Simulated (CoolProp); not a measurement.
A single-stage vapour-compression cycle with the fluid: evaporating at 268.15 K (dew point), condensing at 335.15 K (bubble point), superheat 10 K, subcooling 5 K, compressor efficiency 0.8, no pressure losses. The same conditions are run with several fluids, on thermodynamics alone (safety and materials aside).

Computed with CoolProp (reference Helmholtz-energy equation of state of each fluid (R124: de Vries 1995; n-pentane: Thol 2019; R1336mzz(Z): McLinden 2020; R236FA: Pan 2012; sulfur dioxide: Gao 2016; R365MFC: Lemmon 2016)).

```json
[
 {"fluid": "R124", "cooling COP": "…", "pressure ratio": "…", "discharge temperature (K)": "…", "refrigerating effect (kJ/kg)": "98.9", "volumetric capacity (kJ/m³)": "822"},
 {"fluid": "n-pentane", "cooling COP": "…", "pressure ratio": "…", "discharge temperature (K)": "343.5", "refrigerating effect (kJ/kg)": "…", "volumetric capacity (kJ/m³)": "159"},
 {"fluid": "R1336mzz(Z)", "cooling COP": "2.39", "pressure ratio": "…", "discharge temperature (K)": "…", "refrigerating effect (kJ/kg)": "114", "volumetric capacity (kJ/m³)": "158"},
 {"fluid": "R236FA", "cooling COP": "2.22", "pressure ratio": "9.20", "discharge temperature (K)": "340.4", "refrigerating effect (kJ/kg)": "91.9", "volumetric capacity (kJ/m³)": "547"},
 {"fluid": "sulfur dioxide", "cooling COP": "2.49", "pressure ratio": "9.20", "discharge temperature (K)": "469.1", "refrigerating effect (kJ/kg)": "305", "volumetric capacity (kJ/m³)": "1090"},
 {"fluid": "R365MFC", "cooling COP": "2.41", "pressure ratio": "14.6", "discharge temperature (K)": "337.5", "refrigerating effect (kJ/kg)": "132", "volumetric capacity (kJ/m³)": "122"}
]
```

Q: Complete the blanks.

A: 
- R124, cooling COP: 2.30
- R124, pressure ratio: 7.78
- R124, discharge temperature (K): 349.8
- n-pentane, cooling COP: 2.50
- n-pentane, pressure ratio: 11.7
- n-pentane, refrigerating effect (kJ/kg): 260
- R1336mzz(Z), pressure ratio: 13.4
- R1336mzz(Z), discharge temperature (K): 339.6
